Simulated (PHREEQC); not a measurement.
Dissolve 0.0058 mol/kgw CaSO4 and 0.0016 mol/kgw NaF at 25 °C. Closed to the air; pH follows from the charge balance.

The numbers come from PHREEQC with the ion-association model, phreeqc.dat.

| Quantity | Value |
|---|---|
| pH | 7.23 |
| ionic strength | 0.0197 mol/kgw |
| specific conductance | 1200 µS/cm |

| species | molality | activity | log γ |
|---|---|---|---|
| Ca+2 | 0.00455 | 0.00268 | -0.230 |
| SO4-2 | 0.00453 | 0.00264 | -0.234 |
| F- | 0.00160 | 0.00139 | -0.062 |
| Na+ | 0.00158 | 0.00138 | -0.059 |
| CaSO4 | 0.00125 | 0.00126 | 0.002 |
| NaSO4- | 2.08e-5 | 1.83e-5 | -0.057 |
| NaF | 1.10e-6 | 1.10e-6 | 0.002 |

No solid was allowed to form. The solution is supersaturated, for example in Fluorite, so a real one may precipitate; this is no full list. Complexes and solids missing from the database can't appear.
